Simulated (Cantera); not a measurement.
A closed system holds: 1 mol Zr, 0.15 mol H₂O, 0.7 mol N₂, equilibrated at 2527 °C and 0.150 bar.

Cantera equilibrium calculation (NASA polynomials, part measured and part estimated; ideal gas, pure solids and liquids). Candidate condensed phases: H₂O, Zr, ZrN, ZrO₂; 28 gas species. Mutual solubility and eutectic melting of coexisting phases are not modelled. ZrN: taken at fixed stoichiometry. Condensed phases not in the tables: solid solutions among these carbides, nitrides and lower oxides. Rates play no part.

Q: What is the equilibrium state?

A: 
```
Property                              Result
--------------------------------  ----------
x(N₂)                                  0.576
x(H₂)                                  0.305
x(H)                                   0.117
x(ZrO)                               0.00192
x(H₂O)                              0.000285
x(ZrO₂)                             0.000120
x(OH)                                3.06e-5
x(Zr)                                1.28e-5
x(O)                                 7.36e-6
n(ZrN(s))                          0.925 mol
n(ZrO₂(s))                        0.0745 mol
gas amount                        0.4126 mol
log10 activity of Zr(l) (absent)       -1.45
```
